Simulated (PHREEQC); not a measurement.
Consider water at 93 °C with 0.076 mol HF, 0.053 mol KF and 0.0014 mol H2SO4 per kg of water. Closed to the air; pH follows from the charge balance.

All values are PHREEQC results (ion-association model, phreeqc.dat), not measurements.

This is a speciation only: nothing precipitates in the calculation.

Q: Order these F species by the share of F that they hold, largest first: HF, HF2-, F-.

A: HF (52 %), F- (31 %), HF2- (17 %)

Q: Order these S species by the share of S that they hold, largest first: HSO4-, SO4-2, KSO4-.

A: SO4-2 (67 %), KSO4- (26 %), HSO4- (7.4 %)

The pH is 3.43 and the ionic strength 0.0540 mol/kgw. Away from 25 °C the constants follow the database's enthalpies or fits; those with neither stay at their 25 °C values.
